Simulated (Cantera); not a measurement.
Input: 1 mol c-C4F8, 1.3 mol H2, held at 798 K and 750 Torr.

Equilibrium computed with Cantera from the NASA thermochemical tables; the gas is ideal and each condensed phase is pure. Candidate condensed phases: C, C6H6, C7H8, C8H18; 95 gas species. The feed counts by its element totals alone. Condensed phases not in the tables: fluorocarbon polymer. Gases not in the tables: C2F6 and larger saturated fluorocarbons. Kinetics and transport are ignored.

Base state: HF 0.658, CF4 0.342, H2F2 4.17e-5 (mole fractions); condensed: C(graphite).

Question: What changes in the equilibrium state with this change: H2 from 1.3 to 0.061 mol?

Answer: 
```tsv
species	before	after
CF4	0.342	0.942
HF	0.658	0.0583
H2F2	4.17e-5	3.28e-7
C(graphite), mol	2.65	2.03
```
